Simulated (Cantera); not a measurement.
Feed: 1 mol H₂O, 4 mol O₂, 5 mol N₂, at 1048 K and 1.00 bar.

Cantera equilibrium calculation (NASA polynomials, part measured and part estimated; ideal gas, pure solids and liquids). Candidate condensed phases: H₂O; 24 gas species. The numbers say what is thermodynamically allowed, not how fast it happens.

Base state: N₂ 0.500, O₂ 0.400, H₂O 0.100, NO 5.69e-5 (mole fractions); condensed: gas only.

Question: What changes in the equilibrium state with this change: temperature from 1048 K to 2750 K?

Answer: 
| species | before | after |
|---|---|---|
| N₂ | 0.500 | 0.471 |
| O₂ | 0.400 | 0.354 |
| H₂O | 0.100 | 0.0787 |
| NO | 5.69e-5 | 0.0344 |
| OH | 3.31e-7 | 0.0297 |
| O | <1e-9 | 0.0265 |
| H | <1e-9 | 0.00333 |
| H₂ | <1e-9 | 0.00236 |
